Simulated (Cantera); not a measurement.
## Silicon carbide growth: SiH₂Cl₂ + C₂H₂ + H₂

A closed system holds: 1 mol SiH₂Cl₂, 0.076 mol C₂H₂, 440 mol H₂, at 0.133 bar.

Equilibrium computed with Cantera from the NASA thermochemical tables; the gas is ideal and each condensed phase is pure. Candidate condensed phases: C, C₆H₆, C₇H₈, C₈H₁₈, Si, SiC; 109 gas species. Mutual solubility and eutectic melting of coexisting phases are not modelled. The tables' values for SiCl are old estimates; treat these amounts as uncertain. Gases not in the tables: Si₂H₆ and higher silanes. The numbers say what is thermodynamically allowed, not how fast it happens.

```csv
T (K),x H₂,x HCl,x H,x Si,x SiH₂,x SiCl₂,n Si(s),n SiC(s),n Si(l)
1073,0.996,0.00416,3.83e-8,<1e-12,6.74e-10,3.38e-5,0.790,0.150,0
1173,0.996,0.00438,3.22e-7,3.71e-12,6.78e-9,4.39e-5,0.822,0.150,0
1273,0.996,0.00441,1.95e-6,1.35e-10,4.74e-8,5.05e-5,0.825,0.151,0
1373,0.996,0.00441,9.10e-6,2.91e-9,2.49e-7,5.61e-5,0.823,0.151,0
1473,0.996,0.00440,3.46e-5,4.11e-8,1.05e-6,6.11e-5,0.821,0.151,0
1573,0.995,0.00439,0.000111,4.12e-7,3.65e-6,6.56e-5,0.818,0.151,0
1673,0.995,0.00438,0.000311,3.13e-6,1.10e-5,6.95e-5,0.810,0.151,0
1773,0.995,0.00439,0.000777,1.60e-5,2.45e-5,6.23e-5,0,0.151,0.799
1873,0.994,0.00440,0.00176,6.61e-5,4.87e-5,5.46e-5,0,0.150,0.761
1973,0.991,0.00439,0.00368,0.000237,9.01e-5,4.81e-5,0,0.147,0.646
```
x: gas mole fraction; n: condensed amount in mol.

From 1073 K to 1673 K the condensed part is Si(s) + SiC(s). From 1773 K to 1973 K the condensed part is Si(l) + SiC(s). The main Si-bearing gas is SiHCl₃ at 1073 K and Si at 1973 K. The share of Si in condensed phases is highest at 1273 K (97.5 %) and lowest at 1973 K (79.3 %).
